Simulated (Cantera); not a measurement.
Cantera run, input and output.

```python
import numpy as np
import cantera as ct

gas = ct.Solution("gri30.yaml")


def delay(T, t_max=10):
    gas.TPX = T, 460000, {'CH4': 1, 'O2': 1.54, 'N2': 10.5, 'CO2': 0.5, 'H2': 0.096}
    reactor = ct.IdealGasReactor(gas, clone=False)
    net = ct.ReactorNet([reactor])
    net.rtol, net.atol = 1e-8, 1e-16
    while net.time < t_max:
        t_old, T_old = net.time, reactor.T
        net.step()
        if reactor.T > T + 400:  # ignition: a rise of 400 K
            return t_old + (T + 400 - T_old) / (reactor.T - T_old) * (net.time - t_old)
    return np.nan


taus = []
for T in [1125, 1175, 1225, 1275, 1325, 1375, 1425]:
    taus.append(delay(T))
    print(f"T0 = {T:6g} K   tau = {taus[-1]:.4e} s")
```

It prints:

```
T0 =   1125 K   tau = 1.5222e-02 s
T0 =   1175 K   tau = 9.8134e-03 s
T0 =   1225 K   tau = 6.2432e-03 s
T0 =   1275 K   tau = 3.9199e-03 s
T0 =   1325 K   tau = 2.4392e-03 s
T0 =   1375 K   tau = 1.5113e-03 s
T0 =   1425 K   tau = 9.3647e-04 s
```

Model: GRI-Mech 3.0 (53 species, 325 reactions), integrated in Cantera.
